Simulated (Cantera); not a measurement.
A perfectly stirred reactor is fed with C2H6 : N2 = 1 : 1 (molar parts), at 0.132 atm; it is held at 2000 K, and followed from long to short residence time.

Detailed kinetics in Cantera: GRI-Mech 3.0 (53 species, 325 reactions). GRI-Mech 3.0 stops at C3 and has no aromatics, soot or wall deposition, so with more carbon than oxygen in the feed, carbon stays in small species such as C2H2 where larger ones or solid carbon would form.

x: mole fraction; the columns are a selection and need not sum to one.

| τ (s) | x C2H6 | x CH2 | x H | x CH4 | x HCN | x C2H | x CH3 |
|---|---|---|---|---|---|---|---|
| 3.3 | 6.44e-7 | 2.14e-6 | 0.00315 | 0.00216 | 0.00100 | 2.96e-5 | 0.000271 |
| 1.0 | ? | ? | 0.00315 | ? | ? | 2.96e-5 | ? |
| 0.32 | 6.65e-6 | 6.34e-6 | 0.00315 | 0.00689 | 0.000288 | 2.97e-5 | 0.000873 |
| 0.099 | 2.15e-5 | 1.07e-5 | 0.00318 | 0.0123 | 0.000151 | 3.01e-5 | 0.00159 |
| 0.031 | 6.84e-5 | 1.75e-5 | 0.00326 | 0.0212 | 7.93e-5 | 3.12e-5 | 0.00287 |
| 0.0096 | 0.000217 | 2.82e-5 | 0.00341 | 0.0355 | 4.17e-5 | 3.31e-5 | 0.00523 |
| 0.0030 | 0.000676 | 4.43e-5 | 0.00364 | 0.0563 | 2.24e-5 | 3.61e-5 | 0.00944 |
| 0.00092 | ? | ? | 0.00392 | ? | ? | ? | ? |

**Question.** What belongs in the gaps?

**Answer.** 
- 1.0, x C2H6: 2.12e-6
- 1.0, x CH2: 3.75e-6
- 1.0, x CH4: 0.00391
- 1.0, x HCN: 0.000532
- 1.0, x CH3: 0.000491
- 0.00092, x C2H6: 0.00213
- 0.00092, x CH2: 6.92e-5
- 0.00092, x CH4: 0.0844
- 0.00092, x HCN: 1.20e-5
- 0.00092, x C2H: 3.98e-5
- 0.00092, x CH3: 0.0170
